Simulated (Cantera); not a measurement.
Charge: 1 mol Fe2O3, 1.5 mol CH4, 5.6 mol H2, equilibrated at 827 °C and 10.0 Torr.

These are equilibrium values from Cantera (NASA tables, ideal gas, pure condensed phases), not measurements of a reactor. Candidate condensed phases: C, C6H6, C7H8, C8H18, Fe, Fe(CO)5, FeO, Fe(OH)2, Fe(OH)3, Fe2O3, Fe3O4, H2O; 114 gas species. Rates play no part.

Base state: H2 0.725, H2O 0.127, CO 0.127, CO2 0.0218 (mole fractions); condensed: Fe(α).

**Question.** What changes in the equilibrium state with this change: Fe2O3 replaced by Fe3O4?

**Answer.** 
| species | before | after |
|---|---|---|
| H2 | 0.725 | 0.694 |
| H2O | 0.127 | 0.157 |
| CO | 0.127 | 0.121 |
| CO2 | 0.0218 | 0.0271 |
| Fe(α), mol | 2.00 | 2.36 |
| FeO(s), mol | 0 | 0.640 |
Mutual solubility and eutectic melting of coexisting phases are not modelled. The tables' stoichiometric FeO is somewhat more stable than real wüstite, so its field is too wide. FeO: taken at fixed stoichiometry.
